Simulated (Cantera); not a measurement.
# Thermodynamics of silicon nitride deposition, feed trisilylamine + N2

Feed: 1 mol trisilylamine, 0.34 mol N2, equilibrated at 1623 K.

Equilibrium computed with Cantera from the NASA thermochemical tables; the gas is ideal and each condensed phase is pure. Candidate condensed phases: Si, Si3N4; 18 gas species. The feed counts by its element totals alone. Mutual solubility and eutectic melting of coexisting phases are not modelled. Rates play no part.

From 5.00e-5 bar to 0.000850 bar the condensed part is Si(s). From 0.00350 bar to 1.00 bar the condensed part is Si(s) + Si3N4(s). The main Si-bearing gas is Si at 5.00e-5 bar and SiH2 at 1.00 bar.

```tsv
P (Pa)	x H2	x N2	x H	x Si	x SiH	n Si(s)	n Si3N4(s)
5	0.832	0.156	0.00891	0.00313	4.05e-5	2.98	0
21	0.838	0.157	0.00437	0.000745	1.98e-5	3.00	0
85	0.841	0.157	0.00217	0.000184	9.87e-6	3.00	0
350	0.873	0.126	0.00109	4.47e-5	4.96e-6	2.72	0.0945
1400	0.968	0.0316	0.000575	1.12e-5	2.61e-6	1.96	0.347
5900	0.992	0.00749	0.000283	2.65e-6	1.29e-6	1.79	0.403
24000	0.998	0.00184	0.000141	6.52e-7	6.40e-7	1.75	0.416
100000	0.999	0.000442	6.91e-5	1.56e-7	3.14e-7	1.74	0.419
```
x: gas mole fraction; n: condensed amount in mol.
